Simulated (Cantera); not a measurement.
A perfectly stirred reactor is fed with 43.3 % CO, 2.60 % H2, 13.5 % O2, 40.5 % N2, equivalence ratio 1.7, at 1.00 bar; it is adiabatic with a 750 K inlet, and is followed from long to short residence time, starting on the burning branch (τ in s: 0.041, 0.02, 0.0097, 0.0047, 0.0023, 0.0011, 0.00054, 0.00026, 0.00013, 6.1e-05, 3e-05, 1.4e-05).

Model: GRI-Mech 3.0 (53 species, 325 reactions), integrated in Cantera.

One state of this run: T (K) = 2594; x CO = 0.237; x H2 = 0.00320; x O2 = 0.00900; x HO2 = 8.21e-7; x N2O = 1.58e-7; x CO2 = 0.255; x H2O2 = 1.85e-8. x: mole fraction; the columns are a selection and need not sum to one.

Task: Which value of τ (s) does it belong to?
A. 0.020
B. 0.00013
C. 1.4e-5
D. 0.00054

Result: A, 0.020
